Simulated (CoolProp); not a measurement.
Vapour-liquid equilibrium of CH2F2 (R32) (1) + methanol (2) at 0.136 MPa; x and y are mole fractions of (1).

Values from CoolProp's multi-fluid Helmholtz-energy mixture model, Tillner-Roth 1997 and de Reuck 1993; pair parameters Bell 2016.

Give the bubble temperature and the first vapour's composition at x = 0.35, 0.425, 0.875. Is there an azeotrope?

x = 0.35: 232.9 K, y = 0.999; x = 0.425: 231.9 K, y = 0.999; x = 0.875: 229.6 K, y = 0.999. No azeotrope shows between x = 0.05 and 0.95.

The pair parameters rest on a limited set of measurements; away from them the model extrapolates. With so large a gap from Raoult's law the liquid may split in two, which this calculation doesn't test in full.
